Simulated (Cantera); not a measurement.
# Abatement and gas-phase synthesis: CS2 + SO2 + O2

A closed system holds: 1 mol CS2, 0.037 mol SO2, 4.8 mol O2, held at 90000 Torr.

Equilibrium computed with Cantera from the NASA thermochemical tables; the gas is ideal and each condensed phase is pure. Candidate condensed phases: C, S; 35 gas species. Ions and electrons are included (thermal ionisation). The ideal-gas law is rough above about 30 bar. Equilibrium is a limit: real reactors are often held back by kinetics, nucleation or transport.

| T (K) | log p SO2 | log p O2 | log p O | log p CO2 | log p SO | log p CO | log p S | log p SO3 |
|---|---|---|---|---|---|---|---|---|
| 2500 | 1.70 | 1.65 | -1.01 | 1.39 | -1.38 | -0.86 | -5.06 | -0.21 |
| 3000 | 1.69 | 1.65 | -0.12 | 1.37 | -0.34 | 0.07 | -3.04 | -0.53 |
| 3500 | 1.66 | 1.65 | 0.52 | 1.28 | 0.38 | 0.66 | -1.63 | -0.79 |
| 4000 | 1.57 | 1.64 | 0.99 | 1.10 | 0.86 | 0.98 | -0.62 | -1.05 |
| 4500 | 1.39 | 1.59 | 1.34 | 0.82 | 1.14 | 1.11 | 0.09 | -1.38 |
| 5000 | 1.08 | 1.49 | 1.59 | 0.49 | 1.25 | 1.14 | 0.57 | -1.84 |
log p: log10 of the partial pressure in bar; nothing condenses.

From 2500 K to 5000 K nothing is condensed. The main C-bearing gas is CO2 at 2500 K and CO at 5000 K.
